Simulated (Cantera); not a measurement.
Feed: 1 mol Si3N4, 2.3 mol N2O, 41 mol N2, held at 1248.15 K and 35.3 Torr.

Cantera equilibrium calculation (NASA polynomials, part measured and part estimated; ideal gas, pure solids and liquids). Candidate condensed phases: Si, SiO2, Si2N2O, Si3N4; 16 gas species. Mutual solubility and eutectic melting of coexisting phases are not modelled. The tables hold silica as quartz up to 1696 K and as liquid above; real silica turns to tridymite and cristobalite and melts near 1996 K. Kinetics and transport are ignored.

Base state: N2 1.00 (mole fractions); condensed: SiO2(β-quartz) + Si2N2O(s).

### Question
What changes in the equilibrium state with this change: Si3N4 replaced by Si?

### Answer
| species | before | after |
|---|---|---|
| N2 | 1.00 | 0.997 |
| O2 | <1e-9 | 0.00343 |
| NO | <1e-9 | 4.00e-5 |
| SiO2(β-quartz), mol | 0.533 | 1.00 |
| Si2N2O(s), mol | 1.23 | 0 |
